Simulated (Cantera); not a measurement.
# Fluorocarbon and chlorocarbon gases: c-C4F8 + CH4 + H2

A closed system holds: 1 mol c-C4F8, 0.021 mol CH4, 1.2 mol H2, at 2173.15 K.

These are equilibrium values from Cantera (NASA tables, ideal gas, pure condensed phases), not measurements of a reactor. Candidate condensed phases: C, C6H6, C7H8, C8H18; 95 gas species. The feed counts by its element totals alone. Gases not in the tables: C2F6 and larger saturated fluorocarbons. The numbers say what is thermodynamically allowed, not how fast it happens.

```
P (Pa)      x F   x HF    x CF4    x CF2    x CF3      x CF       x H  n C(graphite)
------  -------  -----  -------  -------  -------  --------  --------  -------------
1         0.673  0.312  2.90e-7  0.00708  1.89e-6   0.00684  0.000848           3.91
6.80      0.628  0.323  6.89e-5   0.0418  7.09e-5   0.00638  0.000139           3.65
46        0.466  0.366  0.00646    0.156  0.00132   0.00473   3.13e-5           2.88
320       0.211  0.468   0.0912    0.222  0.00594   0.00214   1.27e-5           2.32
2200     0.0624  0.568    0.228    0.134  0.00728  0.000634   7.59e-6           2.41
15000    0.0159  0.615    0.304   0.0592  0.00560  0.000162   4.73e-6           2.53
100000  0.00393  0.633    0.335   0.0241  0.00375   3.99e-5   2.95e-6           2.59
```
x: gas mole fraction; n: condensed amount in mol.

From 1.00 Pa to 1.00 bar the condensed part is C(graphite). The main C-bearing gas is CF2 at 1.00 Pa and CF4 at 1.00 bar. The share of C in condensed phases is highest at 1.00 Pa (97.1 %) and lowest at 3.20 mbar (57.6 %).
